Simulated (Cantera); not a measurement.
An isothermal, constant-pressure homogeneous reactor starts with CH4 : CO2 = 1 : 0.79 (molar parts), at 2123 K and 1.01 bar.

Detailed kinetics in Cantera: GRI-Mech 3.0 (53 species, 325 reactions).

x: mole fraction; the columns are a selection and need not sum to one.

```tsv
t (s)	x CH4	x CO2	x CH2CO	x H	x O2	x CH3	x O
0.000700	0.0135	0.0423	___	0.00212	4.03e-8	0.00164	1.81e-7
0.00145	0.0109	0.0271	___	0.00224	2.75e-8	0.00128	1.62e-7
0.00299	0.00895	0.0188	___	0.00235	1.33e-8	0.000978	1.23e-7
0.00619	0.00662	0.0113	___	0.00244	4.98e-9	0.000683	8.28e-8
0.0128	0.00438	0.00567	___	0.00252	1.32e-9	0.000434	4.61e-8
0.0265	0.00256	0.00214	___	0.00257	1.96e-10	0.000248	1.88e-8
0.0547	0.00128	0.000470	___	0.00260	9.74e-12	0.000123	4.30e-9
0.113	0.000605	3.14e-5	___	0.00261	<1e-12	5.78e-5	2.91e-10
0.234	0.000505	6.29e-7	2.69e-7	0.00261	<1e-12	4.82e-5	7.60e-12
0.484	0.000504	4.97e-7	2.69e-7	0.00261	<1e-12	4.81e-5	6.38e-12
1.00	0.000504	4.97e-7	2.69e-7	0.00261	<1e-12	4.81e-5	6.38e-12
```

Q: Fill in the missing entries.

A: 
- 0.000700, x CH2CO: 0.000226
- 0.00145, x CH2CO: 0.000152
- 0.00299, x CH2CO: 8.19e-5
- 0.00619, x CH2CO: 3.72e-5
- 0.0128, x CH2CO: 1.45e-5
- 0.0265, x CH2CO: 4.84e-6
- 0.0547, x CH2CO: 1.33e-6
- 0.113, x CH2CO: 3.63e-7
